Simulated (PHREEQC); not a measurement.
Dissolve 0.15 mol/kgw HCl, 0.019 mol/kgw FeSO4 and 0.00044 mol/kgw MgSO4 at 82 °C. Closed to the air; pH follows from the charge balance.

All values are PHREEQC results (ion-association model, phreeqc.dat), not measurements.

Question: The ionic strength comes out as 0.186 mol/kgw. What activity coefficients do H+, Mg+2, FeCl+, Cl-, FeHSO4+ get?

Answer: H+ 0.78, Mg+2 0.31, FeCl+ 0.72, Cl- 0.69, FeHSO4+ 0.72.

This is a speciation only: nothing precipitates in the calculation. Constants without temperature data keep their 25 °C values here.
